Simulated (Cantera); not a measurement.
A closed system holds: 1 mol CH4, 1.9 mol CO2, 60 mol H2, equilibrated at 1.33 mbar.

These are equilibrium values from Cantera (NASA tables, ideal gas, pure condensed phases), not measurements of a reactor. Candidate condensed phases: C, C6H6, C7H8, C8H18, H2O; 110 gas species. The numbers say what is thermodynamically allowed, not how fast it happens.

At 2023 K, list the 5 most abundant gas species with their mole fractions, and the condensed phases.

H2 0.894, H 0.0492, CO 0.0434, H2O 0.0133, CO2 0.000139. Condensed: gas only.
